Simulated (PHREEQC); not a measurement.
Solution (25 °C): 8.9 mmol/kgw HF, 0.13 mmol/kgw (CH3)4NF and 1.5 mmol/kgw HCl. Closed to the air; pH follows from the charge balance.

Equilibrium calculation in PHREEQC: ion-association model, phreeqc.dat.

No solid was allowed to form.

Problem. Estimate the pH, ionic strength.

Solution. pH 2.53; ionic strength 0.00327 mol/kgw.

Problem. In which forms is F present?

Solution. HF 80 %, F- 19 %, HF2- 1.1 % of the F.

Species that the database lacks are ignored. (CH3)4N+ isn't in the database: it is added as a free cation with an ion size of 4 Å.
